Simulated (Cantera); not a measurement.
Feed: 1 mol SiH4, 1.6 mol N2, held at 1673.15 K and 0.133 bar.

Method: chemical equilibrium by Gibbs-energy minimisation in Cantera with the NASA 1993 tables (ideal gas, pure condensed phases). Candidate condensed phases: Si, Si3N4; 18 gas species. Equilibrium is a limit: real reactors are often held back by kinetics, nucleation or transport.

Question: What is the equilibrium state?

Answer: 
```json
{
  "x(H2)": "0.682",
  "x(N2)": "0.318",
  "x(H)": "0.000258",
  "x(NH3)": "1.64e-6",
  "n(Si3N4(s))": "0.333 mol",
  "gas_amount": "2.934 mol",
  "log10 activity of Si(s) (absent)": "-1.09"
}
```
